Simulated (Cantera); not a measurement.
A Cantera script and what it prints.

```python
import numpy as np
import cantera as ct

gas_names = """
    C CH CH2 CH3 CH2OH CH3O CH4 CH3OH CN CO CO2 COOH C2 C2H CHCO,ketyl C2H2,acetylene C2H2,vinylidene
    CH2CO,ketene C2H3,vinyl CH3CN CH3CO,acetyl C2H4 C2H4O,ethylen CH3CHO,ethanal CH3COOH (HCOOH)2 C2H5
    C2H6 CH3OCH3 C2H5OH CCN CNC C2N2 C2O C3 C3H3,propargyl C3H4,allene C3H4,propyne C3H4,cyclo-
    C3H5,allyl C3H6,propylene C3H6,cyclo- C3H6O C3H7,n-propyl C3H7,i-propyl C3H8 C3H8O,1propanol
    C3H8O,2propanol C3O2 C4 C4H2 C4H4,1,3-cyclo- C4H6,butadiene C4H6,2-butyne C4H6,cyclo- C4H8,1-butene
    C4H8,cis2-buten C4H8,tr2-butene C4H8,isobutene C4H8,cyclo- (CH3COOH)2 C4H9,n-butyl C4H9,i-butyl
    C4H9,s-butyl C4H9,t-butyl C4H10,isobutane C4H10,n-butane C4N2 C5 C5H6,1,3cyclo- C5H8,cyclo-
    C5H10,1-pentene C5H10,cyclo- C5H11,pentyl C5H11,t-pentyl C5H12,n-pentane C5H12,i-pentane
    CH3C(CH3)2CH3 C6H2 C6H5,phenyl C6H5O,phenoxy C6H6 C6H5OH,phenol C6H10,cyclo- C6H12,1-hexene
    C6H12,cyclo- C6H13,n-hexyl C7H7,benzyl C7H8 C7H8O,cresol C7H14,1-heptene C7H15,n-heptyl
    C7H16,n-heptane C8H8,styrene C8H10,ethylbenz C8H16,1-octene C8H17,n-octyl C8H18,isooctane
    C8H18,n-octane C9H19,n-nonyl C10H8,naphthale C10H21,n-decyl C12H9,o-bipheny C12H10,bipheny H HCN HCO
    HCCN HNC HNCO HNO HNO2 HNO3 HO2 H2 HCHO,formaldehy HCOOH H2O H2O2 N NCO NH NH2 NH3 NH2OH NO NO2 NO3
    N2 N2H2 N2H4 N2O O OH O2 O3
""".split()
cond_names = """
    C(gr) C6H6(L) C7H8(L) C8H18(L),n-octa H2O(s) H2O(L)
""".split()


def load(file, names, dense=False):
    # The tables refer to 1 bar. Condensed volumes are neglected.
    table = {s.name: s for s in ct.Species.list_from_file(file)}
    out = []
    for n in names:
        d = dict(table[n].input_data)
        d["thermo"] = dict(d["thermo"], **{"reference-pressure": 1e5})
        if dense:
            d["equation-of-state"] = {"model": "constant-volume", "density": "1e6 g/cm^3"}
        out.append(ct.Species.from_dict(d))
    return out


gas = ct.Solution(thermo="ideal-gas", species=load("nasa_gas.yaml", gas_names))
cond = {s.name: ct.Solution(thermo="fixed-stoichiometry", species=[s], name=s.name)
        for s in load("nasa_condensed.yaml", cond_names, dense=True)}
atoms = {
    'C3H8': {'C': 3, 'H': 8},
    'H2O': {'H': 2, 'O': 1},
    'N2': {'N': 2},
}
top_T = {'C(gr)': 4500}  # K; cautious upper limits of use, not melting points


def equilibrate(T, P, feed):
    n = {}
    for name, mol in feed.items():
        for a, k in atoms[name].items():
            n[a] = n.get(a, 0.0) + k * mol
    gas.TPX = T, P, n
    mass = sum(n.values()) * gas.mean_molecular_weight
    gas.equilibrate("TP")
    valid = [c for c in cond.values() if c.min_temp <= T <= top_T.get(c.name, c.max_temp)]
    mix = ct.Mixture([(gas, mass / gas.mean_molecular_weight)] + [(c, 0.0) for c in valid])
    mix.T, mix.P = T, P
    mix.equilibrate("TP", solver="vcs", rtol=1e-11, max_steps=5000)
    return mix


results = []
feed = {'C3H8': 1, 'H2O': 0.43, 'N2': 0.25}  # mol
P = 630  # Pa
for T in [998, 1073, 1148, 1223, 1298, 1373, 1448, 1523, 1598, 1673, 1748, 1823, 1898, 1973]:
    mix = equilibrate(T, P, feed)
    results.append((T, P, feed, dict(zip(mix.species_names, mix.species_moles))))

top = {s: max(r[3][s] / sum(r[3][g] for g in gas_names) for r in results) for s in gas_names}
cols = sorted((s for s in top if top[s] > 0.001), key=lambda s: -top[s])[:6]
seen = [c for c in cond_names if any(r[3].get(c, 0) > 1e-12 for r in results)]
print("log10 of partial pressures in bar; condensed amounts in mol")
print(f"{'T/K':>10s}" + "".join(f"{s[:9]:>10s}" for s in cols + seen))
for T, P, feed, n in results:
    ng = sum(n[g] for g in gas_names)
    print(f"{T:10.4g}" + "".join(f"{np.log10(max(n[s] / ng * P / 1e5, 1e-99)):10.3f}" for s in cols)
          + "".join(f"{n.get(c, 0):10.4g}" for c in seen))
```

Result:

```
log10 of partial pressures in bar; condensed amounts in mol
       T/K        H2        CO        N2         H       HCN     C(gr)
       998    -2.263    -3.277    -3.511    -9.799    -8.186     2.569
      1073    -2.263    -3.276    -3.511    -8.985    -7.699     2.569
      1148    -2.263    -3.276    -3.511    -8.276    -7.276      2.57
      1223    -2.263    -3.276    -3.511    -7.653    -6.906      2.57
      1298    -2.263    -3.276    -3.511    -7.101    -6.579      2.57
      1373    -2.263    -3.276    -3.512    -6.609    -6.288     2.569
      1448    -2.263    -3.276    -3.512    -6.167    -6.028     2.569
      1523    -2.263    -3.276    -3.512    -5.768    -5.794     2.569
      1598    -2.263    -3.276    -3.513    -5.405    -5.582     2.568
      1673    -2.263    -3.276    -3.514    -5.075    -5.390     2.566
      1748    -2.264    -3.276    -3.516    -4.773    -5.215     2.564
      1823    -2.266    -3.277    -3.519    -4.496    -5.056     2.561
      1898    -2.268    -3.278    -3.522    -4.241    -4.910     2.556
      1973    -2.271    -3.279    -3.527    -4.005    -4.777      2.55
```

Cantera equilibrium calculation (NASA polynomials, part measured and part estimated; ideal gas, pure solids and liquids).
